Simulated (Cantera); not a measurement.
A closed system holds: 1 mol N₂O, 0.81 mol H₂O, 2.6 mol H₂, held at 1500 K and 7.50 Torr.

These are equilibrium values from Cantera (NASA tables, ideal gas, pure condensed phases), not measurements of a reactor. Candidate condensed phases: H₂O; 24 gas species. Equilibrium is a limit: real reactors are often held back by kinetics, nucleation or transport.

**Question.** What is the equilibrium state?

**Answer.** 
| Property | Result |
|---|---|
| x(H₂O) | 0.410 |
| x(H₂) | 0.363 |
| x(N₂) | 0.227 |
| x(H) | 0.000106 |
| x(OH) | 3.43e-6 |
| gas amount | 4.410 mol |
